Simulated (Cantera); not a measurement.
## Thermodynamics of chlorosilane synthesis and conversion, feed SiCl4 + Cl2 + H2

Charge: 1 mol SiCl4, 1.9 mol Cl2, 14 mol H2, at 0.130 bar.

These are equilibrium values from Cantera (NASA tables, ideal gas, pure condensed phases), not measurements of a reactor. Candidate condensed phases: Si; 19 gas species. The tables' values for SiCl3 are old estimates; treat these amounts as uncertain. Equilibrium is a limit: real reactors are often held back by kinetics, nucleation or transport.

```json
[
 {"T (°C)": "702", "log p H2": "-1.03", "log p HCl": "-1.53", "log p SiCl4": "-2.12", "log p SiCl2": "-6.93", "log p SiCl3": "-5.25"},
 {"T (°C)": "752", "log p H2": "-1.03", "log p HCl": "-1.53", "log p SiCl4": "-2.13", "log p SiCl2": "-6.16", "log p SiCl3": "-4.80"},
 {"T (°C)": "802", "log p H2": "-1.03", "log p HCl": "-1.53", "log p SiCl4": "-2.13", "log p SiCl2": "-5.46", "log p SiCl3": "-4.40"},
 {"T (°C)": "852", "log p H2": "-1.03", "log p HCl": "-1.53", "log p SiCl4": "-2.14", "log p SiCl2": "-4.83", "log p SiCl3": "-4.03"},
 {"T (°C)": "902", "log p H2": "-1.03", "log p HCl": "-1.52", "log p SiCl4": "-2.16", "log p SiCl2": "-4.27", "log p SiCl3": "-3.71"},
 {"T (°C)": "952", "log p H2": "-1.04", "log p HCl": "-1.52", "log p SiCl4": "-2.19", "log p SiCl2": "-3.78", "log p SiCl3": "-3.43"},
 {"T (°C)": "1002", "log p H2": "-1.04", "log p HCl": "-1.50", "log p SiCl4": "-2.23", "log p SiCl2": "-3.36", "log p SiCl3": "-3.20"},
 {"T (°C)": "1052", "log p H2": "-1.05", "log p HCl": "-1.49", "log p SiCl4": "-2.30", "log p SiCl2": "-3.01", "log p SiCl3": "-3.03"},
 {"T (°C)": "1102", "log p H2": "-1.05", "log p HCl": "-1.47", "log p SiCl4": "-2.41", "log p SiCl2": "-2.75", "log p SiCl3": "-2.91"}
]
```
log p: log10 of the partial pressure in bar; nothing condenses.

From 702 °C to 1102 °C nothing is condensed. The main Si-bearing gas is SiCl4 throughout.
